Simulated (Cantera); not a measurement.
Charge: 1 mol SiO2, 2.4 mol C, 1.3 mol N2, 0.92 mol CO, equilibrated at 1473 K and 10.0 mbar.

These are equilibrium values from Cantera (NASA tables, ideal gas, pure condensed phases), not measurements of a reactor. Candidate condensed phases: C, Si, SiC, SiO2, Si2N2O, Si3N4; 34 gas species. N2 is the only nitrogen source here; it is nearly inert below about 1500 K, so the nitride shown seldom forms there in practice. Kinetics and transport are ignored.

Base state: CO 0.751, N2 0.249, SiO 0.000314 (mole fractions); condensed: C(graphite) + Si2N2O(s).

Q: What changes in the equilibrium state with this change: SiO2 replaced by Fe3O4?

A: 
```json
[
 {"species": "CO", "before": "0.751", "after": "0.617"},
 {"species": "N2", "before": "0.249", "after": "0.281"},
 {"species": "CO2", "before": "4.78e-6", "after": "0.102"},
 {"species": "SiO", "before": "0.000314", "after": "0"},
 {"species": "C(graphite), mol", "before": "0.901", "after": "0"},
 {"species": "Si2N2O(s), mol", "before": "0.499", "after": "0"},
 {"species": "Fe(γ), mol", "before": "0", "after": "1.87"},
 {"species": "FeO(s), mol", "before": "0", "after": "1.13"}
]
```
Mutual solubility and eutectic melting of coexisting phases are not modelled. The tables' stoichiometric FeO is somewhat more stable than real wüstite, so its field is too wide. FeO: taken at fixed stoichiometry. Further candidate phases: Fe, Fe(CO)5, FeO, Fe2O3, Fe3O4.
